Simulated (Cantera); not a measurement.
Equilibrium for abatement and gas-phase synthesis: HCl + H2

Input: 1 mol HCl, 8 mol H2, at 18.0 Pa.

Equilibrium computed with Cantera from the NASA thermochemical tables; the gas is ideal and each condensed phase is pure. Equilibrium is a limit: real reactors are often held back by kinetics, nucleation or transport.

```json
[
 {"T (K)": "1348", "log p H2": "-3.80", "log p HCl": "-4.70", "log p H": "-7.53", "log p Cl": "-8.52", "log p Cl2": "-13.58"},
 {"T (K)": "1398", "log p H2": "-3.80", "log p HCl": "-4.70", "log p H": "-7.22", "log p Cl": "-8.21", "log p Cl2": "-13.31"},
 {"T (K)": "1448", "log p H2": "-3.80", "log p HCl": "-4.70", "log p H": "-6.93", "log p Cl": "-7.93", "log p Cl2": "-13.07"},
 {"T (K)": "1498", "log p H2": "-3.80", "log p HCl": "-4.70", "log p H": "-6.66", "log p Cl": "-7.66", "log p Cl2": "-12.84"},
 {"T (K)": "1548", "log p H2": "-3.80", "log p HCl": "-4.70", "log p H": "-6.41", "log p Cl": "-7.41", "log p Cl2": "-12.63"},
 {"T (K)": "1598", "log p H2": "-3.80", "log p HCl": "-4.70", "log p H": "-6.17", "log p Cl": "-7.18", "log p Cl2": "-12.43"},
 {"T (K)": "1648", "log p H2": "-3.80", "log p HCl": "-4.70", "log p H": "-5.95", "log p Cl": "-6.96", "log p Cl2": "-12.24"},
 {"T (K)": "1698", "log p H2": "-3.80", "log p HCl": "-4.71", "log p H": "-5.74", "log p Cl": "-6.75", "log p Cl2": "-12.07"},
 {"T (K)": "1748", "log p H2": "-3.80", "log p HCl": "-4.71", "log p H": "-5.54", "log p Cl": "-6.56", "log p Cl2": "-11.90"},
 {"T (K)": "1798", "log p H2": "-3.81", "log p HCl": "-4.71", "log p H": "-5.36", "log p Cl": "-6.38", "log p Cl2": "-11.75"},
 {"T (K)": "1848", "log p H2": "-3.81", "log p HCl": "-4.72", "log p H": "-5.18", "log p Cl": "-6.21", "log p Cl2": "-11.61"},
 {"T (K)": "1898", "log p H2": "-3.82", "log p HCl": "-4.73", "log p H": "-5.02", "log p Cl": "-6.05", "log p Cl2": "-11.48"},
 {"T (K)": "1948", "log p H2": "-3.83", "log p HCl": "-4.75", "log p H": "-4.86", "log p Cl": "-5.90", "log p Cl2": "-11.36"}
]
```
log p: log10 of the partial pressure in bar; nothing condenses.

From 1348 K to 1948 K nothing is condensed.
